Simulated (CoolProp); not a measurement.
Vapour-liquid equilibrium of propylene (1) + R134a (2) at 4.16 bar; x and y are mole fractions of (1).

Values from CoolProp's multi-fluid Helmholtz-energy mixture model, Lemmon 2013 and Tillner-Roth 1994; pair parameters Bell 2016.

```
x      bubble temperature (K)  y at the bubble point  dew temperature at overall composition x (K)  liquid density (mol/L)
-----  ----------------------  ---------------------  --------------------------------------------  ----------------------
0.05                    278.7                  0.169                                         282.0                   12.47
0.125                   273.5                  0.347                                         280.0                   12.60
0.2                     269.7                  0.463                                         277.9                   12.69
0.275                   267.1                  0.541                                         275.7                   12.74
0.35                    265.2                  0.597                                         273.4                   12.79
0.425                   263.9                  0.640                                         271.0                   12.82
0.5                     262.9                  0.675                                         268.5                   12.86
0.575                   262.2                  0.706                                         265.9                   12.91
0.65                    261.6                  0.737                                         263.6                   12.96
0.725                   261.2                  0.770                                         261.8                   13.03
0.8                     261.0                  0.810                                         261.0                   13.11
0.875                   261.1                  0.862                                         261.1                   13.20
0.95                    261.6                  0.934                                         261.7                   13.29
```

y crosses x between x = 0.8 and 0.875: the model has an azeotrope there.

Pair parameters are fitted to limited data, so mixtures are less certain than the pure fluids.
